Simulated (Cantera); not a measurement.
A perfectly stirred reactor is fed with C2H6 : H2 = 1 : 17 (molar parts), at 0.233 Torr; it is held at 1500 K, and followed from long to short residence time.

Cantera simulation using GRI-Mech 3.0 (53 species, 325 reactions); the numbers are that mechanism's predictions, not measurements. GRI-Mech 3.0 stops at C3 and has no aromatics, soot or wall deposition, so with more carbon than oxygen in the feed, carbon stays in small species such as C2H2 where larger ones or solid carbon would form. Radical loss at walls, strong at low pressure, is not modelled.

x: mole fraction; the columns are a selection and need not sum to one.

```csv
τ (s),x C2H6,x H2,x CH2,x C2H2,x H
3.2,0.000442,0.919,1.22e-6,0.0230,0.00143
0.85,0.00144,0.914,1.72e-6,0.0163,0.00164
0.23,[?],0.913,[?],[?],0.00180
0.061,0.0147,0.919,2.82e-6,0.00294,0.00170
0.016,0.0378,0.935,1.77e-6,0.000270,0.00102
0.0044,0.0523,0.943,2.73e-7,4.47e-6,0.000385
0.0012,0.0551,0.944,[?],[?],[?]
0.00032,0.0555,0.944,3.31e-10,1.98e-11,1.01e-5
```

Q: Complete the blanks.

A: 
- 0.23, x C2H6: 0.00459
- 0.23, x CH2: 2.33e-6
- 0.23, x C2H2: 0.00913
- 0.0012, x CH2: 1.36e-8
- 0.0012, x C2H2: 1.27e-8
- 0.0012, x H: 8.14e-5
